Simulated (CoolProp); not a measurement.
Vapour-liquid equilibrium of n-butane (1) + acetone (2) at 276.5 K; x and y are mole fractions of (1).

Computed with CoolProp (multi-fluid Helmholtz-energy mixture model, Bücker 2006 and Lemmon 2006; pair parameters Bell 2016).

### Question
Give the bubble pressure and the first vapour's composition at x = 0.05, 0.35, 0.5. Is there an azeotrope?

### Answer
x = 0.05: 0.03742 MPa, y = 0.713; x = 0.35: 0.1005 MPa, y = 0.908; x = 0.5: 0.1047 MPa, y = 0.914. No azeotrope shows between x = 0.05 and 0.95.

The pair parameters rest on a limited set of measurements; away from them the model extrapolates. With so large a gap from Raoult's law the liquid may split in two, which this calculation doesn't test in full.
